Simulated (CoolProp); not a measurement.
Properties of chloromethane (R40) along the isobar 2.14 MPa.

Computed with CoolProp (reference Helmholtz-energy equation of state, Thol 2014).

| T (°C) | phase | cp (kJ/(kg K)) | speed of sound (m/s) |
|---|---|---|---|
| 10.75 | liquid | 1.591 | 918.3 |
| 28.75 | liquid | 1.625 | 843.1 |
| 46.75 | liquid | 1.680 | … |
| 64.75 | liquid | 1.769 | 671.6 |
| 82.85 | gas | 1.466 | 225.5 |
| 100.85 | gas | 1.295 | … |
| 118.85 | gas | … | 250.5 |
| 136.85 | gas | … | 260.3 |
| 154.85 | gas | … | 269.1 |
| 172.85 | gas | 1.156 | 277.2 |
| 190.85 | gas | 1.158 | 284.8 |
| 208.85 | gas | 1.165 | 291.9 |
| 226.85 | gas | 1.175 | 298.7 |

### Question
Complete the blanks.

### Answer

- 46.75, speed of sound (m/s): 761.4
- 100.85, speed of sound (m/s): 239.3
- 118.85, cp (kJ/(kg K)): 1.217
- 136.85, cp (kJ/(kg K)): 1.179
- 154.85, cp (kJ/(kg K)): 1.162
